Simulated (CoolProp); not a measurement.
Properties of ethylene along the isotherm 302.6 K (Tc = 282.4 K, pc = 5.042 MPa, ω = 0.087).

Computed with CoolProp (reference Helmholtz-energy equation of state, Smukala 2000).

```tsv
p (MPa)	phase	density (kg/m³)	cv (kJ/(kg K))	speed of sound (m/s)	fugacity coefficient
0.945	gas	11.12	1.270	322.2	0.9495
1.89	gas	23.66	1.299	[?]	0.8999
2.84	gas	38.21	1.333	298.3	0.8508
3.78	gas	[?]	1.375	285.4	[?]
4.73	gas	77.35	1.430	271.7	[?]
5.67	supercritical	107.3	1.502	258.3	0.7067
6.62	supercritical	[?]	1.595	249.5	[?]
7.56	supercritical	226.1	1.612	271.4	0.6088
```

Q: Fill in the missing entries.

A: 
- 1.89, speed of sound (m/s): 310.7
- 3.78, density (kg/m³): 55.42
- 3.78, fugacity coefficient: 0.8028
- 4.73, fugacity coefficient: 0.7546
- 6.62, density (kg/m³): 155.6
- 6.62, fugacity coefficient: 0.6576
